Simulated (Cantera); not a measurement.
A diamond (100) surface in a fixed gas of H2 with x(CH4) = 0.0061, x(H) = 0.0074, x(CH3) = 0.00086, 3400 Pa; coverages are run to steady state.

Model: the Harris–Goodwin 1993 mechanism for the reconstructed diamond (100) surface, integrated in Cantera.

θ: site fractions in the mechanism's names (c6HH fully hydrogenated, c6H* and c6*H radical sites, c6** diradical, c6HM methylated).

| T (K) | growth (µm/h) | θ c6HH | θ c6H* | θ c6*H | θ c6** | θ c6HM |
|---|---|---|---|---|---|---|
| 900 | ? | 0.618 | 0.00936 | 0.261 | 0.00381 | 0.0867 |
| 975 | ? | 0.569 | 0.0148 | 0.325 | 0.00723 | 0.0627 |
| 1050 | 15.9 | 0.520 | 0.0215 | 0.384 | 0.0124 | 0.0427 |
| 1125 | 15.2 | 0.476 | 0.0294 | 0.439 | 0.0195 | 0.0229 |
| 1200 | ? | 0.435 | 0.0378 | 0.484 | 0.0287 | 0.00802 |
| 1275 | ? | 0.394 | 0.0462 | 0.515 | 0.0393 | 0.00213 |
| 1350 | ? | 0.357 | 0.0542 | 0.534 | 0.0509 | 0.000531 |

Question: Some entries are withheld; supply them.

Answer: 
- 900, growth (µm/h): 8.10
- 975, growth (µm/h): 12.3
- 1200, growth (µm/h): 9.98
- 1275, growth (µm/h): 6.57
- 1350, growth (µm/h): 5.96
